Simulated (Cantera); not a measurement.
Feed: 1 mol FeCl3, 2.7 mol H2, at 100 Torr.

Equilibrium computed with Cantera from the NASA thermochemical tables; the gas is ideal and each condensed phase is pure. Candidate condensed phases: Fe, FeCl2, FeCl3; 11 gas species. Kinetics and transport are ignored.

x: gas mole fraction; n: condensed amount in mol.

```
T (°C)   x H2  x HCl   x FeCl2  x Fe2Cl4  x FeCl3     x H      x Cl  n FeCl2(s)  n Fe(α)  n Fe(γ)
------  -----  -----  --------  --------  -------  ------  --------  ----------  -------  -------
402     0.687  0.312   3.40e-6   7.59e-8  1.90e-9  <1e-12    <1e-12       1.000        0        0
452     0.687  0.312   3.62e-5   1.43e-6  1.63e-8  <1e-12    <1e-12       1.000        0        0
502     0.687  0.312  0.000280   1.82e-5  1.05e-7       ?  1.08e-12       0.999        0        0
552     0.686  0.312   0.00167  0.000166  5.35e-7       ?  8.34e-12       0.994        0        0
602     0.681  0.310   0.00806   0.00116  2.23e-6       ?  5.10e-11       0.966        0        0
652     0.565  0.396    0.0325   0.00649  1.12e-5       ?  3.62e-10       0.639    0.200        0
702     0.413  0.482    0.0869    0.0178  3.82e-5       ?   2.21e-9           0    0.494        0
752     0.415  0.469     0.105    0.0109  4.05e-5       ?   8.00e-9           0    0.474        0
802     0.420  0.453     0.120   0.00656  4.08e-5       ?   2.54e-8           0    0.446        0
852     0.427  0.437     0.132   0.00394  3.98e-5       ?   7.24e-8           0    0.415        0
902     0.434  0.421     0.142   0.00241  3.83e-5       ?   1.88e-7           0    0.383        0
952     0.441  0.407     0.151   0.00151  3.65e-5       ?   4.50e-7           0        0    0.353
1002    0.447  0.393     0.159  0.000968  3.47e-5       ?   1.01e-6           0        0    0.324
1052    0.453  0.380     0.166  0.000639  3.29e-5       ?   2.12e-6           0        0    0.297
```

**Question.** Fill in the missing entries.

**Answer.** 
- 502, x H: 2.25e-12
- 552, x H: 1.80e-11
- 602, x H: 1.13e-10
- 652, x H: 5.36e-10
- 702, x H: 2.01e-9
- 752, x H: 7.69e-9
- 802, x H: 2.61e-8
- 852, x H: 7.95e-8
- 902, x H: 2.21e-7
- 952, x H: 5.67e-7
- 1002, x H: 1.35e-6
- 1052, x H: 3.02e-6
